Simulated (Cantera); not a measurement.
Charge: 1 mol CH3F, 0.062 mol HCl, 1.3 mol H2, held at 1450 K and 1.00 Torr.

Method: chemical equilibrium by Gibbs-energy minimisation in Cantera with the NASA 1993 tables (ideal gas, pure condensed phases). Equilibrium is a limit: real reactors are often held back by kinetics, nucleation or transport.

```tsv
species	before	after
HF	0.297	0.747
CF4	<1e-9	0.236
Cl	4.70e-6	0.0141
H2	0.684	1.99e-9
HCl	0.0184	0.00297
CF2	<1e-9	0.000262
Cl2	<1e-9	0.000155
CClF3	<1e-9	0.000115
F	1.76e-9	8.21e-5
CF3	<1e-9	2.96e-5
H	0.000214	1.15e-8
C(graphite), mol	1.000	1.16
```
Gas species are given as mole fractions.

**Question.** Name the change that produced these shifts.
A. CH3F replaced by CHF3
B. CH3F replaced by C2F6
C. temperature from 1450 K to 2200 K
D. temperature from 1450 K to 3548 K

**Answer.** B, CH3F replaced by C2F6. The feed counts by its element totals alone. Gases not in the tables: C2F6 and larger saturated fluorocarbons
